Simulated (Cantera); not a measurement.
A perfectly stirred reactor is fed with NH3 : H2 = 1 : 18 (molar parts), at 2200 Pa; it is held at 1900 K, and followed from long to short residence time.

Model: the gas-phase N/H chemistry of the illustrative SiF4/NH3 mechanism in the Surface Chemkin manual (1991), integrated in Cantera. Walls and surfaces, which speed up NH3 decomposition in real reactors, are not modelled.

Task: What does this change do: H2 18 to 9.1 parts?

Result: 
```tsv
quantity	before	after
x(NH3) at τ = 21.0 s	0.00800	0.0160
x(H2) at τ = 21.0 s	0.969	0.945
x(H) at τ = 21.0 s	0.00163	0.00123
x(NH) at τ = 21.0 s	2.52e-6	2.99e-6
x(N2) at τ = 21.0 s	0.0212	0.0377
x(NH3) at τ = 0.120 s	0.0519	0.0969
x(H2) at τ = 0.120 s	0.947	0.902
x(H) at τ = 0.120 s	0.000599	0.000557
x(NH) at τ = 0.120 s	2.29e-6	4.04e-6
x(N2) at τ = 0.120 s	0.000272	0.000881
```

Task: What does this change do: temperature 1900 to 1723 K?

Result: 
```
quantity                 before     after
---------------------  --------  --------
x(NH3) at τ = 21.0 s    0.00800    0.0359
x(H2) at τ = 21.0 s       0.969     0.956
x(H) at τ = 21.0 s      0.00163  0.000382
x(NH) at τ = 21.0 s     2.52e-6   8.21e-7
x(N2) at τ = 21.0 s      0.0212   0.00793
x(NH3) at τ = 0.120 s    0.0519    0.0526
x(H2) at τ = 0.120 s      0.947     0.947
x(H) at τ = 0.120 s    0.000599   8.29e-5
x(NH) at τ = 0.120 s    2.29e-6   5.80e-8
x(N2) at τ = 0.120 s   0.000272   2.00e-6
```
